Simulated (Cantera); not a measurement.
An adiabatic, constant-volume homogeneous reactor starts with CH4 : H2 : O2 : N2 = 1 : 0.61 : 4.27 : 17.9 (molar parts), equivalence ratio 0.54, at 1398 K and 43000 Pa.

Cantera simulation using GRI-Mech 3.0 (53 species, 325 reactions); the numbers are that mechanism's predictions, not measurements.

**Question.** Predict: time of steepest temperature rise; temperature at 2.00 s; equilibrium temperature; x(H2) at 2.00 s; x(O2) at 2.00 s; x(CO2) at 2.00 s; x(O) at 2.00 s.

**Answer.** 
```
Item                                                                Result
---------------------------------  ---------------------------------------
time of steepest temperature rise                                 0.634 ms
temperature at 2.00 s                                               2505 K
equilibrium temperature                                             2505 K
x(H2) at 2.00 s                    0.00256 (gas-phase equilibrium 0.00256)
x(O2) at 2.00 s                      0.0752 (gas-phase equilibrium 0.0752)
x(CO2) at 2.00 s                     0.0364 (gas-phase equilibrium 0.0364)
x(O) at 2.00 s                     0.00466 (gas-phase equilibrium 0.00466)
```
